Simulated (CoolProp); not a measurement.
Properties of fluorine at several states (Tc = 144.4 K, pc = 5240 kPa, ω = 0.045).

Model: reference Helmholtz-energy equation of state, de Reuck 1990, in CoolProp.

```csv
T (K),p (kPa),phase,density (kg/m³)
69.1,59.4,liquid,1608
84.7,1180,liquid,1507
296.7,1220,gas,18.89
161.3,20000,supercritical,984.1
```
